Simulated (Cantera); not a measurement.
An isothermal plug-flow reactor at 925 K and 29000 Pa (inlet), inlet velocity 0.16 m/s, active area per volume 330 1/m; feed CH₄ : O₂ : N₂ : H₂O = 0.0028 : 0.12 : 0.79 : 0.0057 (molar parts).

Model: Deutschmann's 1995 Pt surface mechanism with GRI-Mech 3.0 gas chemistry, integrated in Cantera. Catalytic surfaces can have several steady states; this one follows from the mechanism file's or the stated starting coverage. Mass transfer to the wall is taken as infinitely fast.

x: gas mole fraction; θ: surface coverage.

```json
[
 {"z (m)": "0.0004", "x CH₄": "0.00294", "x O₂": "0.130", "x H₂O": "0.00642", "x CO₂": "0.000106", "x CO": "1.10e-6", "θ free Pt": "0.164", "θ O*": "0.835", "θ OH*": "0.000956"},
 {"z (m)": "0.00072", "x CH₄": "0.00286", "x O₂": "0.130", "x H₂O": "0.00659", "x CO₂": "0.000190", "x CO": "1.07e-6", "θ free Pt": "0.164", "θ O*": "0.835", "θ OH*": "0.000968"},
 {"z (m)": "0.0013", "x CH₄": "0.00271", "x O₂": "0.130", "x H₂O": "0.00688", "x CO₂": "0.000335", "x CO": "1.02e-6", "θ free Pt": "0.164", "θ O*": "0.835", "θ OH*": "0.000990"},
 {"z (m)": "0.0023", "x CH₄": "0.00248", "x O₂": "0.130", "x H₂O": "0.00735", "x CO₂": "0.000569", "x CO": "9.29e-7", "θ free Pt": "0.164", "θ O*": "0.834", "θ OH*": "0.00102"},
 {"z (m)": "0.004", "x CH₄": "___", "x O₂": "0.129", "x H₂O": "___", "x CO₂": "___", "x CO": "___", "θ free Pt": "0.165", "θ O*": "0.834", "θ OH*": "0.00107"},
 {"z (m)": "0.0072", "x CH₄": "0.00159", "x O₂": "0.128", "x H₂O": "0.00912", "x CO₂": "0.00146", "x CO": "5.97e-7", "θ free Pt": "0.165", "θ O*": "0.834", "θ OH*": "0.00114"},
 {"z (m)": "0.013", "x CH₄": "___", "x O₂": "0.126", "x H₂O": "___", "x CO₂": "___", "x CO": "___", "θ free Pt": "0.165", "θ O*": "0.834", "θ OH*": "0.00122"},
 {"z (m)": "0.023", "x CH₄": "0.000373", "x O₂": "0.125", "x H₂O": "0.0115", "x CO₂": "0.00266", "x CO": "1.42e-7", "θ free Pt": "0.166", "θ O*": "0.833", "θ OH*": "0.00128"},
 {"z (m)": "0.04", "x CH₄": "7.77e-5", "x O₂": "0.125", "x H₂O": "0.0121", "x CO₂": "0.00296", "x CO": "3.12e-8", "θ free Pt": "0.166", "θ O*": "0.833", "θ OH*": "0.00132"}
]
```

### Question
Fill in the missing entries.

### Answer

- 0.004, x CH₄: 0.00212
- 0.004, x H₂O: 0.00805
- 0.004, x CO₂: 0.000921
- 0.004, x CO: 7.97e-7
- 0.013, x CH₄: 0.000934
- 0.013, x H₂O: 0.0104
- 0.013, x CO₂: 0.00211
- 0.013, x CO: 3.52e-7
